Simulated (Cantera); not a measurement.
**Gas-phase reforming**

An isothermal, constant-pressure homogeneous reactor starts with 57.5 % CH₄, 39.1 % CO₂, 3.45 % H₂, at 1500 K and 18000 Torr.

Detailed kinetics in Cantera: GRI-Mech 3.0 (53 species, 325 reactions). The pressure lies above the range GRI-Mech 3.0 was tuned for (to about 10 atm).

```tsv
t (s)	x CH₄	x CO₂	x H₂	x H₂O₂	x HO₂	x H₂O	x C₂H₆
1.00e-5	0.575	0.391	0.0345	<1e-12	<1e-12	1.27e-6	5.31e-6
3.39e-5	0.575	0.391	0.0346	<1e-12	<1e-12	7.35e-6	5.01e-5
0.000115	0.574	0.391	0.0347	<1e-12	<1e-12	2.99e-5	0.000210
0.000389	0.573	0.391	0.0354	<1e-12	<1e-12	0.000117	0.000675
0.00132	0.568	0.390	0.0384	<1e-12	<1e-12	0.000493	0.00150
0.00447	0.549	0.385	0.0515	<1e-12	<1e-12	0.00221	0.00168
0.0152	0.493	0.364	0.0920	<1e-12	<1e-12	0.0110	0.00134
0.0514	0.376	0.293	0.146	<1e-12	<1e-12	0.0575	0.00141
0.174	0.262	0.154	0.137	<1e-12	<1e-12	0.166	0.00147
0.590	0.243	0.110	0.146	<1e-12	<1e-12	0.174	0.00139
2.00	0.249	0.0865	0.180	<1e-12	<1e-12	0.138	0.00117
```
x: mole fraction; the columns are a selection and need not sum to one.

Equilibrium at this temperature and pressure: CH₄ 0.102, CO₂ 0.000376, H₂ 0.457, H₂O₂ <1e-12, HO₂ <1e-12, H₂O 0.00102, C₂H₆ 7.78e-5 (gas phase only).
